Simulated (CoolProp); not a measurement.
Vapour-liquid equilibrium of methane (1) + ethane (2) at -128.35 °C; x and y are mole fractions of (1).

Values from CoolProp's multi-fluid Helmholtz-energy mixture model, Setzmann 1991 and Bücker 2006; pair parameters Kunz 2012.

Question: Give the bubble pressure and the first vapour's composition at x = 0.2, 0.35, 0.65. Is there an azeotrope?

Answer: x = 0.2: 1.997 bar, y = 0.973; x = 0.35: 3.255 bar, y = 0.985; x = 0.65: 5.444 bar, y = 0.994. No azeotrope shows between x = 0.05 and 0.95.

The pair parameters rest on a limited set of measurements; away from them the model extrapolates. The gap from Raoult's law changes sign with composition, which may be real or a fault of the pair parameters; it wasn't checked against measurements.
